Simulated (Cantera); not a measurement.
A closed system holds: 1 mol PbO, a varied amount of CH4, 0.02 mol CO, equilibrated at 1100 K and 3380 Torr.

These are equilibrium values from Cantera (NASA tables, ideal gas, pure condensed phases), not measurements of a reactor. Candidate condensed phases: C, C6H6, C7H8, C8H18, H2O, Pb, PbO, PbO2, Pb3O4; 113 gas species. Kinetics and transport are ignored.

**Question.** At 0.97 mol CH4, list the 6 most abundant gas species with their mole fractions, and the condensed phases.

**Answer.** H2 0.580, CO 0.273, H2O 0.0636, CH4 0.0543, CO2 0.0295, Pb 2.69e-5. Condensed: C(graphite) + Pb(l).
